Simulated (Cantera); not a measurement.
Feed: 1 mol Fe2O3, 0.71 mol CH4, 2.4 mol N2, equilibrated at 9.75 Torr.

Cantera equilibrium calculation (NASA polynomials, part measured and part estimated; ideal gas, pure solids and liquids). Candidate condensed phases: C, C6H6, C7H8, C8H18, Fe, Fe(CO)5, FeO, Fe(OH)2, Fe(OH)3, Fe2O3, Fe3O4, H2O; 140 gas species. Each liquid is taken as pure. Mutual solubility and eutectic melting of coexisting phases are not modelled. The tables' stoichiometric FeO is somewhat more stable than real wüstite, so its field is too wide. FeO: taken at fixed stoichiometry. The numbers say what is thermodynamically allowed, not how fast it happens.

What share of the Fe ends up in condensed phases as a function of T (°C), at 1400, 1475, 1550, 1625, 1700, 1775, 1850, 1925?


```csv
T (°C),Fe condensed (%),as
1400,99.9,Fe(δ) + FeO(l)
1475,99.8,Fe(δ) + FeO(l)
1550,99.3,Fe(l) + FeO(l)
1625,98.1,Fe(l) + FeO(l)
1700,95.2,Fe(l) + FeO(l)
1775,88.6,FeO(l)
1850,81.8,FeO(l)
1925,73.2,FeO(l)
```
